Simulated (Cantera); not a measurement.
**SiH4 + C2H2 + H2 + C3H8 (silicon carbide growth)**

A closed system holds: 1 mol SiH4, 0.0094 mol C2H2, 88 mol H2, 0.014 mol C3H8, at 2127 °C and 0.150 bar.

Cantera equilibrium calculation (NASA polynomials, part measured and part estimated; ideal gas, pure solids and liquids). Candidate condensed phases: C, C6H6, C7H8, C8H18, Si, SiC; 87 gas species. Gases not in the tables: Si2H6 and higher silanes. Kinetics and transport are ignored.

```yaml
x(H2): 0.950
x(H): 0.0400
x(Si): 0.00839
x(SiH): 0.000980
x(SiH2): 0.000386
x(Si2C): 0.000368
x(C2H2 (acetylene)): 0.000113
x(Si2): 0.000111
x(SiC2): 2.74e-5
gas_amount: 92.79 mol
log10 activity of Si(l) (absent): -0.24
log10 activity of C(graphite) (absent): -0.88
```
